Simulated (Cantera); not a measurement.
Feed: 1 mol CuO, 2.7 mol C, 0.44 mol H2, held at 900 K and 0.00133 bar.

These are equilibrium values from Cantera (NASA tables, ideal gas, pure condensed phases), not measurements of a reactor. Candidate condensed phases: C, C6H6, C7H8, C8H18, Cu, CuO, Cu(OH)2, Cu2O, H2O; 113 gas species. Kinetics and transport are ignored.

Base state: CO 0.690, H2 0.306, CO2 0.00354, H2O 0.000683, CH4 3.90e-5 (mole fractions); condensed: C(graphite) + Cu(s).

What changes in the equilibrium state with this change: C from 2.7 to 0.87 mol?


```csv
species,before,after
CO,0.690,0.584
H2,0.306,0.317
CO2,0.00354,0.0803
H2O,0.000683,0.0189
CH4,3.90e-5,1.32e-6
"C(graphite), mol",1.71,0
"Cu(s), mol",1.00,1.00
```

What changes in the equilibrium state with this change: CuO replaced by PbO?


| species | before | after |
|---|---|---|
| CO | 0.690 | 0.689 |
| H2 | 0.306 | 0.306 |
| CO2 | 0.00354 | 0.00353 |
| Pb | 0 | 0.00103 |
| CH4 | 3.90e-5 | 3.89e-5 |
| H2O | 0.000683 | 0.000682 |
| C(graphite), mol | 1.71 | 1.71 |
| Cu(s), mol | 1.00 | 0 |
| Pb(l), mol | 0 | 0.999 |
Further candidate phases: Pb, PbO, PbO2, Pb3O4.

What changes in the equilibrium state with this change: temperature from 900 K to 2500 K?


```tsv
species	before	after
CO	0.690	0.372
Cu	<1e-9	0.372
H	1.77e-9	0.184
H2	0.306	0.0711
CO2	0.00354	<1e-9
C2H2 (acetylene)	<1e-9	0.000769
C(graphite), mol	1.71	1.69
Cu(s), mol	1.00	0
```
